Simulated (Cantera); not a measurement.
A Cantera script and its output.

```python
import numpy as np
import cantera as ct

gas = ct.Solution("gri30.yaml")
gas.TPX = 1800, 2900, {'C2H6': 1, 'H2': 22, 'N2': 0.25}
inlet = ct.Reservoir(gas, clone=True)

reactor = ct.IdealGasConstPressureReactor(gas, energy="off", clone=False)
exhaust = ct.Reservoir(gas, clone=True)
tau = [12, 1.8, 0.28, 0.044, 0.0067, 0.001, 0.00016][0]
for a, b in ((inlet, reactor), (reactor, exhaust)):
    ct.MassFlowController(a, b, mdot=lambda t: reactor.mass / tau)
net = ct.ReactorNet([reactor])
show = ['C2H6', 'H2', 'CH3', 'CH2', 'C2H2', 'H']

rows = []
print(f"{'tau/s':>10s}{'T/K':>9s}" + "".join(f"{s:>11s}" for s in show))
for tau in [12, 1.8, 0.28, 0.044, 0.0067, 0.001, 0.00016]:
    net.initial_time = 0.0
    net.advance(30 * tau)
    before = gas.X
    net.advance(40 * tau)
    drift = np.max(np.abs(gas.X - before) / (gas.X + 1e-9))
    rows.append([gas.T, *gas[show].X, drift])
    print(f"{tau:10.3e}{gas.T:9.1f}" + "".join(f"{x:11.3e}" for x in gas[show].X))
```

Output:

```
     tau/s      T/K       C2H6         H2        CH3        CH2       C2H2          H
 1.200e+01   1800.0  3.151e-07  9.467e-01  1.359e-04  3.271e-07  3.806e-02  2.092e-03
 1.800e+00   1800.0  2.022e-06  9.442e-01  3.361e-04  8.039e-07  3.602e-02  2.170e-03
 2.800e-01   1800.0  1.191e-05  9.394e-01  7.823e-04  1.890e-06  3.205e-02  2.388e-03
 4.400e-02   1800.0  6.424e-05  9.320e-01  1.681e-03  4.233e-06  2.598e-02  2.879e-03
 6.700e-03   1800.0  3.340e-04  9.236e-01  3.266e-03  8.657e-06  1.851e-02  3.712e-03
 1.000e-03   1800.0  1.774e-03  9.177e-01  5.446e-03  1.464e-05  1.066e-02  4.600e-03
 1.600e-04   1800.0  9.193e-03  9.209e-01  7.718e-03  1.811e-05  3.223e-03  4.452e-03
```

Detailed kinetics in Cantera: GRI-Mech 3.0 (53 species, 325 reactions). GRI-Mech 3.0 stops at C3 and has no aromatics, soot or wall deposition, so with more carbon than oxygen in the feed, carbon stays in small species such as C2H2 where larger ones or solid carbon would form. Radical loss at walls, strong at low pressure, is not modelled.
